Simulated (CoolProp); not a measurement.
Ammonia at 432.55 K and 16 MPa is compressed adiabatically to 31.7 MPa with isentropic efficiency 0.9. Each further row changes one setting.

Model: reference Helmholtz-energy equation of state, Gao 2020, in CoolProp.

```json
[
 {"case": "as stated", "work (kJ/kg)": "74.3", "final temperature (K)": "484.6", "final density (kg/m³)": "269"},
 {"case": "efficiency 1", "work (kJ/kg)": "66.8", "final temperature (K)": "483.5", "final density (kg/m³)": "271"},
 {"case": "efficiency 0.65", "work (kJ/kg)": "103", "final temperature (K)": "488.7", "final density (kg/m³)": "259"}
]
```
